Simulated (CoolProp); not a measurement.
Vapour-liquid equilibrium of carbon dioxide (1) + R227EA (2) at 0.583 MPa; x and y are mole fractions of (1).

Values from CoolProp's multi-fluid Helmholtz-energy mixture model, Span 1996 and Lemmon 2016; pair parameters Bell 2016.

```json
[
 {"x": "0.05", "bubble temperature, mixture model (K)": "294.0", "bubble temperature, Raoult's law (K)": "289.0", "y, mixture model": "0.311", "y, Raoult's law": "0.445"},
 {"x": "0.15", "bubble temperature, mixture model (K)": "[?]", "bubble temperature, Raoult's law (K)": "267.5", "y, mixture model": "0.681", "y, Raoult's law": "0.770"},
 {"x": "0.25", "bubble temperature, mixture model (K)": "258.4", "bubble temperature, Raoult's law (K)": "254.6", "y, mixture model": "0.837", "y, Raoult's law": "0.882"},
 {"x": "0.35", "bubble temperature, mixture model (K)": "248.2", "bubble temperature, Raoult's law (K)": "245.7", "y, mixture model": "[?]", "y, Raoult's law": "0.932"},
 {"x": "0.45", "bubble temperature, mixture model (K)": "240.8", "bubble temperature, Raoult's law (K)": "239.1", "y, mixture model": "0.943", "y, Raoult's law": "0.959"},
 {"x": "0.55", "bubble temperature, mixture model (K)": "235.2", "bubble temperature, Raoult's law (K)": "233.9", "y, mixture model": "[?]", "y, Raoult's law": "0.974"},
 {"x": "0.65", "bubble temperature, mixture model (K)": "[?]", "bubble temperature, Raoult's law (K)": "229.7", "y, mixture model": "[?]", "y, Raoult's law": "0.984"},
 {"x": "0.75", "bubble temperature, mixture model (K)": "226.9", "bubble temperature, Raoult's law (K)": "226.2", "y, mixture model": "[?]", "y, Raoult's law": "0.991"},
 {"x": "0.85", "bubble temperature, mixture model (K)": "223.6", "bubble temperature, Raoult's law (K)": "223.2", "y, mixture model": "[?]", "y, Raoult's law": "0.995"},
 {"x": "0.95", "bubble temperature, mixture model (K)": "220.7", "bubble temperature, Raoult's law (K)": "220.5", "y, mixture model": "0.998", "y, Raoult's law": "0.999"}
]
```

Q: Some entries are withheld; supply them.

A: 
- 0.15, bubble temperature, mixture model (K): 273.1
- 0.35, y, mixture model: 0.907
- 0.55, y, mixture model: 0.964
- 0.65, bubble temperature, mixture model (K): 230.7
- 0.65, y, mixture model: 0.977
- 0.75, y, mixture model: 0.987
- 0.85, y, mixture model: 0.993

The largest gap from Raoult's law is +5.6 K in bubble temperature, at x = 0.15. No azeotrope shows between x = 0.05 and 0.95.

Pair parameters are fitted to limited data, so mixtures are less certain than the pure fluids.
